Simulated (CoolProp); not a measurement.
Vapour-liquid equilibrium of n-butane (1) + R245fa (2) at 372 K; x and y are mole fractions of (1).

Model: multi-fluid Helmholtz-energy mixture model, Bücker 2006 and Akasaka 2015; pair parameters Bell 2016, in CoolProp.

| x | bubble pressure, mixture model (MPa) | bubble pressure, Raoult's law (MPa) | y, mixture model | y, Raoult's law |
|---|---|---|---|---|
| 0.05 | 1.369 | 1.246 | 0.116 | 0.060 |
| 0.2 | 1.662 | 1.285 | 0.327 | 0.232 |
| 0.35 | 1.823 | 1.324 | 0.448 | 0.395 |
| 0.5 | 1.897 | 1.362 | 0.539 | 0.548 |
| 0.65 | 1.903 | 1.401 | 0.625 | 0.692 |
| 0.8 | 1.829 | 1.440 | 0.729 | 0.829 |
| 0.95 | 1.615 | 1.479 | 0.903 | 0.958 |

The largest gap from Raoult's law is +39.3 % in bubble pressure, at x = 0.5. y crosses x between x = 0.5 and 0.65: the model has an azeotrope there.

The pair parameters rest on a limited set of measurements; away from them the model extrapolates.
